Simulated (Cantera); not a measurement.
What does this Cantera script print?

```python
import numpy as np
import cantera as ct

gas_names = """
    H HO2 H2 H2O H2O2 Hg O OH O2 O3
""".split()
cond_names = """
    H2O(s) H2O(L) Hg(cr) Hg(L) HgO(s)
""".split()


def load(file, names, dense=False):
    # The tables refer to 1 bar. Condensed volumes are neglected.
    table = {s.name: s for s in ct.Species.list_from_file(file)}
    out = []
    for n in names:
        d = dict(table[n].input_data)
        d["thermo"] = dict(d["thermo"], **{"reference-pressure": 1e5})
        if dense:
            d["equation-of-state"] = {"model": "constant-volume", "density": "1e6 g/cm^3"}
        out.append(ct.Species.from_dict(d))
    return out


gas = ct.Solution(thermo="ideal-gas", species=load("nasa_gas.yaml", gas_names))
cond = {s.name: ct.Solution(thermo="fixed-stoichiometry", species=[s], name=s.name)
        for s in load("nasa_condensed.yaml", cond_names, dense=True)}
atoms = {
    'HgO': {'Hg': 1, 'O': 1},
    'H2': {'H': 2},
}
top_T = {}  # K; cautious upper limits of use, not melting points


def equilibrate(T, P, feed):
    n = {}
    for name, mol in feed.items():
        for a, k in atoms[name].items():
            n[a] = n.get(a, 0.0) + k * mol
    gas.TPX = T, P, n
    mass = sum(n.values()) * gas.mean_molecular_weight
    gas.equilibrate("TP")
    valid = [c for c in cond.values() if c.min_temp <= T <= top_T.get(c.name, c.max_temp)]
    mix = ct.Mixture([(gas, mass / gas.mean_molecular_weight)] + [(c, 0.0) for c in valid])
    mix.T, mix.P = T, P
    mix.equilibrate("TP", solver="vcs", rtol=1e-11, max_steps=5000)
    return mix


results = []
T = 723.15  # K
P = 100000  # Pa
for m in [6.8, 9.8, 14, 20, 29, 42, 61]:
    feed = {'HgO': 1, 'H2': m}  # mol
    mix = equilibrate(T, P, feed)
    results.append((T, P, feed, dict(zip(mix.species_names, mix.species_moles))))

top = {s: max(r[3][s] / sum(r[3][g] for g in gas_names) for r in results) for s in gas_names}
cols = sorted((s for s in top if top[s] > 1e-06), key=lambda s: -top[s])[:9]
seen = [c for c in cond_names if any(r[3].get(c, 0) > 1e-12 for r in results)]
print("log10 of partial pressures in bar; condensed amounts in mol")
print(f"{'n(H2)':>10s}" + "".join(f"{s[:9]:>10s}" for s in cols + seen))
for T, P, feed, n in results:
    ng = sum(n[g] for g in gas_names)
    print(f"{feed['H2']:10.4g}" + "".join(f"{np.log10(max(n[s] / ng * P / 1e5, 1e-99)):10.3f}" for s in cols)
          + "".join(f"{n.get(c, 0):10.4g}" for c in seen))
```

Output:

```
log10 of partial pressures in bar; condensed amounts in mol
     n(H2)        H2       H2O        Hg
       6.8    -0.129    -0.892    -0.892
       9.8    -0.089    -1.033    -1.033
        14    -0.062    -1.176    -1.176
        20    -0.043    -1.322    -1.322
        29    -0.030    -1.477    -1.477
        42    -0.021    -1.633    -1.633
        61    -0.014    -1.792    -1.792
```

Cantera equilibrium calculation (NASA polynomials, part measured and part estimated; ideal gas, pure solids and liquids).
